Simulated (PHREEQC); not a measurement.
1 kg of water holding 110 mmol/kgw Na2SO4, 15 mmol/kgw MgSO4, 11 mmol/kgw K2SO4 and 5.9 mmol/kgw NaCl is evaporated at 90 °C; the solids stay in contact with the brine. No CO2 enters from the air. The run lets Arcanite, Bischofite, Bloedite, Brucite, Carnallite, Epsomite, Glaserite, Halite, Hexahydrite, Kainite, Kieserite, Leonite, Mirabilite, Misenite, Schoenite, Sylvite, Thenardite, MgCl2_4H2O precipitate or redissolve, and no other solid.

The series has 22 steps of water left (kg), from 1 to 0.01627.

Model: Pitzer model, pitzer.dat, run in PHREEQC.

Q: Which solids form, in which order, and at which step of the series does each first stand?

A: Thenardite from water left = 0.03564 kg.

Constants without temperature data keep their 25 °C values here.
